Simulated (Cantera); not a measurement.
What does this Cantera script print?

```python
import numpy as np
import cantera as ct

gas = ct.Solution("h2o2.yaml")
gas.TPX = 1225, 200, {'H2': 0.067, 'O2': 1}
reactor = ct.IdealGasConstPressureReactor(gas, energy="off", clone=False)
net = ct.ReactorNet([reactor])
net.rtol, net.atol = 1e-08, 1e-18
show = ['H2', 'O2', 'HO2', 'O', 'OH', 'H2O2', 'H2O']
times = np.geomspace(0.0001, 10, 13)

steps = ct.SolutionArray(gas, extra=["t"])
rows = []
print(f"{'t/s':>10s}{'T/K':>9s}{'P/Pa':>11s}" + "".join(f"{s:>11s}" for s in show))
for t in times:
    while net.time < t:
        t_next = net.step()
        steps.append(gas.state, t=t_next)
    rows.append([np.interp(t, steps.t, y) for y in (steps.T, steps.P, *steps(*show).X.T)])
    print(f"{t:10.3e}{rows[-1][0]:9.1f}{rows[-1][1]:11.4g}" + "".join(f"{x:11.3e}" for x in rows[-1][2:]))
rate = np.gradient(steps.T, steps.t)
print("integrator steps:", len(steps.t))
if steps.T.max() > steps.T[0] + 200:
    print(f"time of steepest temperature rise: {steps.t[rate.argmax()]:.4e} s")
gas.TPX = 1225, 200, {'H2': 0.067, 'O2': 1}
gas.equilibrate("TP")
print(f"equilibrium (TP): T = {gas.T:.1f} K  " + "  ".join(f"{s} {gas[s].X[0]:.3e}" for s in show))
```

Output:

```
       t/s      T/K       P/Pa         H2         O2        HO2          O         OH       H2O2        H2O
 1.000e-04   1225.0        200  6.279e-02  9.372e-01  1.289e-09  2.120e-10  2.024e-10  6.092e-14  2.117e-11
 2.610e-04   1225.0        200  6.279e-02  9.372e-01  3.363e-09  1.220e-09  1.089e-09  4.144e-13  3.119e-10
 6.813e-04   1225.0        200  6.279e-02  9.372e-01  8.778e-09  6.671e-09  5.227e-09  2.816e-12  4.037e-09
 1.778e-03   1225.0        200  6.279e-02  9.372e-01  2.291e-08  5.164e-08  3.580e-08  1.908e-11  6.008e-08
 4.642e-03   1225.0        200  6.279e-02  9.372e-01  6.071e-08  2.429e-06  1.633e-06  1.285e-10  3.718e-06
 1.212e-02   1225.0        200  3.285e-02  9.158e-01  5.338e-07  1.388e-02  6.621e-03  3.715e-08  2.239e-02
 3.162e-02   1225.0        200  1.266e-03  8.881e-01  5.745e-07  4.112e-02  4.486e-03  1.535e-08  5.358e-02
 8.254e-02   1225.0        200  1.223e-03  8.897e-01  5.718e-07  3.979e-02  4.416e-03  1.539e-08  5.402e-02
 2.154e-01   1225.0        200  1.135e-03  8.935e-01  5.655e-07  3.644e-02  4.264e-03  1.566e-08  5.501e-02
 5.623e-01   1225.0        200  9.353e-04  9.019e-01  5.457e-07  2.920e-02  3.888e-03  1.614e-08  5.710e-02
 1.468e+00   1225.0        200  5.766e-04  9.155e-01  4.826e-07  1.731e-02  3.074e-03  1.635e-08  6.032e-02
 3.831e+00   1225.0        200  2.099e-04  9.281e-01  3.330e-07  6.110e-03  1.867e-03  1.418e-08  6.308e-02
 1.000e+01   1225.0        200  4.542e-05  9.335e-01  1.493e-07  1.307e-03  8.710e-04  8.807e-09  6.425e-02
integrator steps: 1050
equilibrium (TP): T = 1225.0 K  H2 3.191e-08  O2 9.352e-01  HO2 9.190e-09  O 9.159e-07  OH 2.316e-05  H2O2 8.363e-11  H2O 6.482e-02
```

Model: the H2/O2 subset of GRI-Mech 3.0, which has no nitrogen chemistry, integrated in Cantera. Radical loss at walls, strong at low pressure, is not modelled. The temperature is held fixed by assumption; the heat of reaction is taken as removed at once.
